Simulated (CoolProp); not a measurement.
Properties of n-heptane along the isobar 12.5 MPa.

Computed with CoolProp (reference Helmholtz-energy equation of state, Span 2003). It is a short technical equation, of lower accuracy than the large ones.

```json
[
 {"T (K)": "283.5", "phase": "liquid", "density (kg/m³)": "702.2", "cp (kJ/(kg K))": "2.172", "isothermal compressibility (1/MPa)": "0.001107", "fugacity coefficient": "0.0004783"},
 {"T (K)": "304.7", "phase": "liquid", "density (kg/m³)": "685.9", "cp (kJ/(kg K))": "2.246", "isothermal compressibility (1/MPa)": "0.001283", "fugacity coefficient": "0.001373"},
 {"T (K)": "325.9", "phase": "liquid", "density (kg/m³)": "669.4", "cp (kJ/(kg K))": "2.325", "isothermal compressibility (1/MPa)": "0.001493", "fugacity coefficient": "0.003330"},
 {"T (K)": "347.2", "phase": "liquid", "density (kg/m³)": "652.7", "cp (kJ/(kg K))": "2.410", "isothermal compressibility (1/MPa)": "0.001748", "fugacity coefficient": "0.007081"},
 {"T (K)": "368.4", "phase": "liquid", "density (kg/m³)": "635.8", "cp (kJ/(kg K))": "2.498", "isothermal compressibility (1/MPa)": "0.002058", "fugacity coefficient": "0.01344"},
 {"T (K)": "389.7", "phase": "liquid", "density (kg/m³)": "618.5", "cp (kJ/(kg K))": "2.588", "isothermal compressibility (1/MPa)": "0.002443", "fugacity coefficient": "0.02339"},
 {"T (K)": "410.9", "phase": "liquid", "density (kg/m³)": "600.8", "cp (kJ/(kg K))": "2.678", "isothermal compressibility (1/MPa)": "0.002922", "fugacity coefficient": "0.03764"},
 {"T (K)": "432.1", "phase": "liquid", "density (kg/m³)": "582.6", "cp (kJ/(kg K))": "2.768", "isothermal compressibility (1/MPa)": "0.003529", "fugacity coefficient": "0.05690"}
]
```
